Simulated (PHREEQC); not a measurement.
HCl is added in steps, without added water, to 1 kg of water holding 0.14 mol/kgw NH3 and 0.001 mol/kgw K2SiO3, at 20 °C. Oxygen alone is held at its pressure in air (log pO2 = -0.68). CO2 from the air is kept out. Only these solids could form: Chalcedony.

Base run: PHREEQC, ion-association model, wateq4f.dat. Each further column changes one thing. The table gives H3SiO4- (mol/kgw).

| HCl added (mol) | base | Debye-Hückel limiting law | metal-ligand complexes left out | all activity coefficients set to 1 | Davies equation for every ion |
|---|---|---|---|---|---|
| 0 | 0.000959 | 0.000959 | 0.000959 | 0.000961 | 0.000959 |
| 0.016 | 0.000770 | 0.000773 | 0.000770 | 0.000722 | 0.000770 |
| 0.032 | 0.000380 | 0.000395 | 0.000380 | 0.000322 | 0.000379 |
| 0.048 | 0.000226 | 0.000239 | 0.000226 | 0.000186 | 0.000225 |
| 0.064 | 0.000146 | 0.000157 | 0.000146 | 0.000117 | 0.000145 |
| 0.08 | 9.55e-5 | 0.000104 | 9.55e-5 | 7.51e-5 | 9.44e-5 |
| 0.096 | 6.06e-5 | 6.72e-5 | 6.06e-5 | 4.69e-5 | 5.97e-5 |
| 0.112 | 3.46e-5 | 3.90e-5 | 3.46e-5 | 2.64e-5 | 3.40e-5 |
| 0.128 | 1.44e-5 | 1.65e-5 | 1.44e-5 | 1.09e-5 | 1.41e-5 |
| 0.144 | 2.48e-11 | 3.62e-11 | 2.48e-11 | 1.50e-11 | 2.57e-11 |
| 0.16 | 2.79e-12 | 4.22e-12 | 2.79e-12 | 1.66e-12 | 2.89e-12 |
